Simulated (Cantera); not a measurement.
A Cantera script and what it prints.

```python
import numpy as np
import cantera as ct

gas_names = [...]  # 109 gases of nasa_gas.yaml made of C, Cl, H, Si
cond_names = """
    C(gr) C6H6(L) C7H8(L) C8H18(L),n-octa Si(cr) Si(L) SiC(b)
""".split()


# ... load() reads the species with a 1 bar reference pressure and builds the phases ...
atoms = {
    'SiCl4': {'Si': 1, 'CL': 4},
    'H2': {'H': 2},
    'C2H2': {'C': 2, 'H': 2},
}
top_T = {'C(gr)': 4500, 'SiC(b)': 3050}  # K; cautious upper limits of use, not melting points


# ... equilibrate(T, P, feed) seeds the gas with the atoms and calls Mixture.equilibrate('TP', solver="vcs", rtol=1e-11, max_steps=5000) ...
results = []
feed = {'SiCl4': 1, 'H2': 25, 'C2H2': 0.53}  # mol
P = 100000  # Pa
for T in [1373, 1523, 1673, 1823, 1973, 2123, 2273, 2423, 2573]:
    mix = equilibrate(T, P, feed)
    results.append((T, P, feed, dict(zip(mix.species_names, mix.species_moles))))

top = {s: max(r[3][s] / sum(r[3][g] for g in gas_names) for r in results) for s in gas_names}
cols = sorted((s for s in top if top[s] > 0.001), key=lambda s: -top[s])[:8]
seen = [c for c in cond_names if any(r[3].get(c, 0) > 1e-12 for r in results)]
print("log10 of partial pressures in bar; condensed amounts in mol")
print(f"{'T/K':>10s}" + "".join(f"{s[:9]:>10s}" for s in cols + seen))
for T, P, feed, n in results:
    ng = sum(n[g] for g in gas_names)
    print(f"{T:10.4g}" + "".join(f"{np.log10(max(n[s] / ng * P / 1e5, 1e-99)):10.3f}" for s in cols)
          + "".join(f"{n.get(c, 0):10.4g}" for c in seen))
```

Output:

```
log10 of partial pressures in bar; condensed amounts in mol
       T/K        H2       HCL         H     SiCL2 C2H2,acet       CH4        CL        Si     C(gr)    SiC(b)
      1373    -0.068    -0.857    -5.512    -3.559    -5.830    -2.434    -6.382   -11.784   0.01513    0.9439
      1523    -0.068    -0.846    -4.670    -3.209    -4.996    -2.774    -5.544    -9.843   0.04549    0.9676
      1673    -0.068    -0.847    -3.978    -2.943    -4.312    -3.052    -4.864    -8.253   0.07152    0.9612
      1823    -0.068    -0.851    -3.397    -2.730    -3.743    -3.282    -4.298    -6.928    0.0914    0.9439
      1973    -0.068    -0.856    -2.904    -2.557    -3.261    -3.476    -3.819    -5.806    0.1003    0.9197
      2123    -0.069    -0.864    -2.479    -2.415    -2.849    -3.642    -3.410    -4.845   0.08544    0.8893
      2273    -0.071    -0.875    -2.111    -2.300    -2.495    -3.788    -3.056    -4.012   0.02572    0.8499
      2423    -0.075    -0.894    -1.789    -2.164    -2.294    -3.972    -2.755    -3.230         0    0.7634
      2573    -0.085    -0.920    -1.506    -2.066    -2.110    -4.138    -2.495    -2.547         0    0.5662
```

Cantera equilibrium calculation (NASA polynomials, part measured and part estimated; ideal gas, pure solids and liquids). The tables' values for SiCl, SiCl3 are old estimates; treat these amounts as uncertain. Gases not in the tables: Si2H6 and higher silanes.
